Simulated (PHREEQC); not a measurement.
Alkaline etch or developer (model solution)

Make-up at 45 °C: 0.0096 mol/kgw NH3 and 4.5e-06 mol/kgw CO2. Closed to the air; pH follows from the charge balance.

Equilibrium calculation in PHREEQC: ion-association model, wateq4f.dat.

Precipitation was switched off in this run.

**Question.** What pH, ionic strength does the model give?

**Answer.** pH 10.02; ionic strength 0.000426 mol/kgw.

**Question.** In which forms is N present?

**Answer.** NH3 96 %, NH4+ 4.4 % of the N.

Away from 25 °C the constants follow the database's enthalpies or fits; those with neither stay at their 25 °C values.
